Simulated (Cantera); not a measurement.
Mixture: 20.2 % H2, 21.4 % O2, 57.9 % N2, 0.585 % H2O, equivalence ratio 0.47, at 29.0 bar, adiabatic and at constant pressure. Ignition delay is the time to a rise of 400 K.

Detailed kinetics in Cantera: GRI-Mech 3.0 (53 species, 325 reactions). The hydrogen kinetics of GRI-Mech 3.0 are dated; newer H2 mechanisms differ, most at raised pressure. The pressure lies above the range GRI-Mech 3.0 was tuned for (to about 10 atm).

Task: Predict: delay at 950 K; delay at 1100 K; delay at 1250 K; delay at 1400 K; delay at 1550 K; apparent activation energy between 1475 and 1625 K.

Result: 
| Item | Result |
|---|---|
| delay at 950 K | 20.8 ms |
| delay at 1100 K | 0.850 ms |
| delay at 1250 K | 59.7 µs |
| delay at 1400 K | 3.18 µs |
| delay at 1550 K | 0.533 µs |
| apparent activation energy between 1475 and 1625 K | 130 kJ/mol |
